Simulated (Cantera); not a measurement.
Input: 1 mol Ta, a varied amount of H₂O, held at 2273 K and 25.0 Pa.

Equilibrium computed with Cantera from the NASA thermochemical tables; the gas is ideal and each condensed phase is pure. Candidate condensed phases: H₂O, Ta, Ta₂O₅; 12 gas species. Mutual solubility and eutectic melting of coexisting phases are not modelled. Condensed phases not in the tables: N, O or C dissolved in the metal. The numbers say what is thermodynamically allowed, not how fast it happens.

log p: log10 of the partial pressure in bar; n: condensed amount in mol.

| n(H₂O) (mol) | log p H₂ | log p H₂O | log p H | log p TaO₂ | log p OH | log p O | log p TaO | log p O₂ | n Ta(s) | n Ta₂O₅(l) |
|---|---|---|---|---|---|---|---|---|---|---|
| 0.071 | -3.99 | -6.33 | -4.07 | -4.29 | -7.22 | -7.47 | -4.96 | -10.19 | 0.964 | 0.00318 |
| 0.11 | -3.99 | -6.33 | -4.07 | -4.29 | -7.22 | -7.47 | -4.96 | -10.19 | 0.944 | 0.00493 |
| 0.18 | -3.99 | -6.33 | -4.07 | -4.29 | -7.22 | -7.47 | -4.96 | -10.19 | 0.908 | 0.00807 |
| 0.29 | -3.99 | -6.33 | -4.07 | -4.29 | -7.22 | -7.47 | -4.96 | -10.19 | 0.851 | 0.0130 |
| 0.46 | -3.99 | -6.33 | -4.07 | -4.29 | -7.22 | -7.47 | -4.96 | -10.19 | … | 0.0206 |
| 0.74 | -3.99 | -6.33 | -4.07 | -4.29 | -7.22 | -7.47 | -4.96 | -10.19 | … | 0.0332 |
| 1.2 | -3.99 | -6.33 | -4.07 | -4.29 | -7.22 | -7.47 | -4.96 | -10.19 | … | 0.0538 |
| 1.9 | -3.99 | -6.33 | -4.07 | -4.29 | -7.22 | -7.47 | -4.96 | -10.19 | … | 0.0852 |
| 3 | -3.93 | -4.53 | -4.04 | -5.17 | -5.44 | -5.72 | -7.59 | -6.69 | 0 | 0.448 |
| 4.8 | -4.10 | -4.14 | -4.13 | -5.45 | -4.98 | -5.16 | -8.41 | -5.58 | 0 | 0.456 |
| 7.7 | -4.22 | -4.05 | -4.19 | -5.55 | -4.82 | -4.95 | -8.73 | -5.16 | 0 | 0.443 |
| 12 | -4.29 | -4.02 | -4.22 | -5.60 | -4.76 | -4.86 | -8.88 | -4.97 | 0 | 0.418 |

Task: Some entries are withheld; supply them.

Result: 
- 0.46, n Ta(s): 0.764
- 0.74, n Ta(s): 0.620
- 1.2, n Ta(s): 0.384
- 1.9, n Ta(s): 0.0243
